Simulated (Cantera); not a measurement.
Mixture: H₂ : O₂ : N₂ = 1 : 0.385 : 1.45 (molar parts), at 1.00 atm, adiabatic and at constant pressure. Ignition delay is the time to a rise of 400 K.

Detailed kinetics in Cantera: GRI-Mech 3.0 (53 species, 325 reactions). Where the delays flatten at high temperature, the 400 K rule measures the pace of heat release, not the induction time.

Question: Predict: delay at 1148 K; delay at 1198 K; delay at 1248 K; delay at 1298 K; delay at 1348 K; delay at 1398 K.

Answer: 
* **delay at 1148 K**: 64.7 µs
* **delay at 1198 K**: 48.1 µs
* **delay at 1248 K**: 37.5 µs
* **delay at 1298 K**: 30.4 µs
* **delay at 1348 K**: 25.5 µs
* **delay at 1398 K**: 22.0 µs
